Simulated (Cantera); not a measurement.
Feed: 1 mol MgO, 29 mol HF, held at 64.0 Pa.

Equilibrium computed with Cantera from the NASA thermochemical tables; the gas is ideal and each condensed phase is pure. Candidate condensed phases: H2O, Mg, MgF2, MgO, Mg(OH)2; 31 gas species. Mutual solubility and eutectic melting of coexisting phases are not modelled. Rates play no part.

x: gas mole fraction; n: condensed amount in mol.

| T (K) | x HF | x H2O | x MgF2 | x H2 | x H | x O2 | x OH | n MgF2(s) | n MgO(s) |
|---|---|---|---|---|---|---|---|---|---|
| 600 | 0.964 | 0.0357 | <1e-12 | <1e-12 | <1e-12 | <1e-12 | <1e-12 | 1.00 | 0 |
| 700 | 0.964 | 0.0357 | <1e-12 | 6.51e-11 | <1e-12 | 3.25e-11 | <1e-12 | 1.00 | 0 |
| 800 | 0.964 | 0.0357 | <1e-12 | 2.21e-9 | <1e-12 | 1.10e-9 | 2.79e-11 | 1.00 | 0 |
| 900 | 0.964 | 0.0357 | 1.34e-10 | 3.46e-8 | <1e-12 | 1.71e-8 | 8.32e-10 | 1.00 | 0 |
| 1000 | 0.964 | 0.0357 | 2.28e-8 | 3.14e-7 | 5.03e-11 | 1.54e-7 | 1.26e-8 | 1.000 | 0 |
| 1100 | 0.964 | 0.0357 | 1.48e-6 | 1.93e-6 | 1.42e-9 | 9.34e-7 | 1.17e-7 | 1.000 | 0 |
| 1200 | 0.964 | 0.0357 | 4.71e-5 | 8.76e-6 | 2.31e-8 | 4.19e-6 | 7.52e-7 | 0.999 | 0 |
| 1300 | 0.963 | 0.0356 | 0.000863 | 3.16e-5 | 2.46e-7 | 1.49e-5 | 3.62e-6 | 0.976 | 0 |
| 1400 | 0.962 | 0.0278 | ___ | ___ | ___ | ___ | ___ | ___ | ___ |
| 1500 | 0.947 | 0.0263 | 0.0265 | 0.000203 | 9.90e-6 | 9.40e-5 | 3.67e-5 | 0 | 0.232 |
| 1600 | 0.931 | 0.0338 | 0.0345 | ___ | ___ | ___ | ___ | 0 | 0 |
| 1700 | 0.930 | 0.0331 | 0.0344 | 0.00114 | 0.000196 | 0.000532 | 0.000295 | 0 | 0 |
| 1800 | 0.929 | 0.0316 | 0.0343 | 0.00211 | 0.000651 | 0.00101 | 0.000642 | 0 | 0 |
| 1900 | 0.928 | 0.0290 | 0.0339 | 0.00355 | 0.00187 | 0.00178 | 0.00126 | 0 | 0 |

Question: Some entries are withheld; supply them.

Answer: 
- 1600, x H2: 0.000554
- 1600, x H: 5.06e-5
- 1600, x O2: 0.000257
- 1600, x OH: 0.000121
- 1400, x MgF2: 0.0103
- 1400, x H2: 8.07e-5
- 1400, x H: 1.73e-6
- 1400, x O2: 3.77e-5
- 1400, x OH: 1.18e-5
- 1400, n MgF2(s): 0.501
- 1400, n MgO(s): 0.207
